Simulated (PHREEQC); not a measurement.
1 kg of water holding 0.044 mol/kgw K2SO4, 0.016 mol/kgw KHCO3, 0.25 mol/kgw KCl and 0.011 mol/kgw K2CO3 is evaporated at 20 °C; the solids stay in contact with the brine. CO2 is held at log p = -3.4 (atm). Only these solids could form: Arcanite, Kalicinite, Misenite, Sylvite.

Computed with PHREEQC (Pitzer model, pitzer.dat).

```tsv
water left (kg)	ionic strength	water activity	Sylvite (mol)	Arcanite (mol)	C in solution (mol/kgw)
0.9999	0.427	0.989	0	0	0.0306
0.8218	0.521	0.987	0	0	0.0363
0.5552	0.774	0.981	0	0	0.0509
0.4563	0.943	0.977	0	0	0.0603
0.375	1.15	0.972	0	0	0.0714
0.2534	1.71	0.959	0	0	0.100
0.2083	2.08	0.950	0	0	0.119
0.1712	2.44	0.941	0	0.00543	0.142
0.1157	3.10	0.918	0	0.0255	0.201
0.0951	3.58	0.902	0	0.0316	0.239
0.06427	4.97	0.857	0	0.0389	0.343
0.05285	5.43	0.843	0.0283	0.0404	0.413
0.04345	5.58	0.842	0.0707	0.0411	0.498
0.0294	5.98	0.837	0.134	0.0422	0.725
0.02418	6.26	0.834	0.158	0.0426	0.876
0.01989	6.59	0.830	0.177	0.0430	1.06
0.01348	7.51	0.818	0.206	0.0434	1.55
0.0111	8.14	0.809	0.216	0.0436	1.88
0.00914	8.91	0.797	0.225	0.0437	2.29
0.006202	11.1	0.759	0.237	0.0439	3.39
0.005118	12.5	0.731	0.241	0.0439	4.14
```

Arcanite from water left = 0.1712 kg (pH 9.74); Sylvite from water left = 0.05285 kg (pH 10.00).
